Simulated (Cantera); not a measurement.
A closed system holds: 1 mol Cu2O, 0.94 mol H2, 1.2 mol N2, at 0.0220 bar.

These are equilibrium values from Cantera (NASA tables, ideal gas, pure condensed phases), not measurements of a reactor. Candidate condensed phases: Cu, CuO, Cu(OH)2, Cu2O, H2O; 27 gas species. Each liquid is taken as pure. Mutual solubility and eutectic melting of coexisting phases are not modelled. Rates play no part. All values below are at 1302 °C.

Base state: N2 0.552, H2O 0.432, O2 0.0132, Cu 0.00124, OH 0.000394, NO 0.000364, H2 0.000125 (mole fractions); condensed: Cu(l) + Cu2O(l).

### Question
What changes in the equilibrium state with this change: H2 from 0.94 to 260 mol?

### Answer
```csv
species,before,after
H2,0.000125,0.990
N2,0.552,0.00459
H2O,0.432,0.00382
O2,0.0132,<1e-9
Cu,0.00124,0.00124
NO,0.000364,<1e-9
OH,0.000394,3.91e-8
H,3.13e-6,0.000279
"Cu(l), mol",1.99,1.67
"Cu2O(l), mol",0.00176,0
```
